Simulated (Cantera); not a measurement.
Mixture: CH4 : H2 : O2 : N2 = 1 : 0.19 : 5.24 : 24.1 (molar parts), equivalence ratio 0.40, at 10.0 bar, adiabatic and at constant volume. Ignition delay is the time to a rise of 400 K.

Cantera simulation using GRI-Mech 3.0 (53 species, 325 reactions); the numbers are that mechanism's predictions, not measurements.

Question: What does this change do: constant pressure in place of constant volume?

Answer: 
```tsv
quantity	before	after
delay at 1123 K	2.62 ms	2.82 ms
delay at 1223 K	0.772 ms	0.831 ms
delay at 1323 K	0.306 ms	0.328 ms
delay at 1423 K	0.135 ms	0.144 ms
apparent activation energy between 1373 and 1473 K	130 kJ/mol	130 kJ/mol
```
